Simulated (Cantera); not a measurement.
# Stirred combustor or abatement burner

A perfectly stirred reactor is fed with 21.9 % H2, 16.4 % O2, 61.7 % N2, equivalence ratio 0.67, at 750 Torr; it is adiabatic with a 625 K inlet, and is followed from long to short residence time, starting on the burning branch (τ in s: 0.2, 0.087, 0.038, 0.016, 0.0071, 0.0031, 0.0013, 0.00058, 0.00025, 0.00011, 4.7e-05, 2.1e-05, 8.9e-06).

Cantera simulation using the H2/O2 subset of GRI-Mech 3.0, which has no nitrogen chemistry; the numbers are that mechanism's predictions, not measurements.

```
τ (s)    T (K)     x H2    x O2   x H2O    x HO2       x H   x H2O2     x OH
-------  -----  -------  ------  ------  -------  --------  -------  -------
0.20      2210  0.00129  0.0593   0.241  3.71e-6  0.000228  2.05e-7  0.00605
0.087     2208  0.00138  0.0593   0.241  3.73e-6  0.000252  2.04e-7  0.00623
0.038     2204  0.00158  0.0592   0.241  3.81e-6  0.000307  2.04e-7  0.00660
0.016     2195  0.00205  0.0591   0.240  4.02e-6  0.000449  2.06e-7  0.00738
0.0071    2179  0.00293  0.0590   0.238  4.57e-6  0.000773  2.19e-7  0.00863
0.0031    2149  0.00454  0.0590   0.234  5.86e-6   0.00153  2.55e-7   0.0104
0.0013    2097  0.00727  0.0592   0.229  8.59e-6   0.00326  3.27e-7   0.0125
0.00058   2025   0.0108  0.0599   0.221  1.29e-5   0.00637  4.43e-7   0.0141
0.00025   1922   0.0153  0.0614   0.212  1.95e-5    0.0119  6.67e-7   0.0149
0.00011   1794   0.0203  0.0640   0.200  2.81e-5    0.0199  1.13e-6   0.0144
4.7e-5    1638   0.0268  0.0685   0.187  3.96e-5    0.0305  2.26e-6   0.0124
2.1e-5    1467   0.0402  0.0778   0.167  5.65e-5    0.0397  4.64e-6  0.00938
8.9e-6     625    0.219   0.164  <1e-12   <1e-12    <1e-12   <1e-12   <1e-12
```
x: mole fraction; the columns are a selection and need not sum to one.
